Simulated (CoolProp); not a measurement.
Saturated liquid density (kg/m³) of chloromethane (R40): the reference equation beside estimates from Tc = 418.6 K, pc = 69.29 bar, ω = 0.150.

Model: reference Helmholtz-energy equation of state, Thol 2014, in CoolProp.

```csv
T (K),reference,Redlich-Kwong,Soave-Redlich-Kwong,Peng-Robinson
300.2,907.6,816.2,833.6,944.5
303.5,900.8,808.9,826.6,936.7
306.7,894.1,801.7,819.6,928.9
310,887.2,794.1,812.3,920.8
313.2,880.3,786.6,805.0,912.7
316.5,873.1,778.8,797.3,904.1
319.7,866.0,771.0,789.8,895.7
323,858.6,762.8,781.8,886.7
326.2,851.3,754.7,773.8,877.8
329.5,843.6,746.2,765.5,868.4
332.8,835.8,737.6,756.9,858.8
```

Absolute difference from the reference over all 11 rows, mean and median: Redlich-Kwong 10.8 and 10.8 %, Soave-Redlich-Kwong 8.7 and 8.7 %, Peng-Robinson 3.5 and 3.6 %.
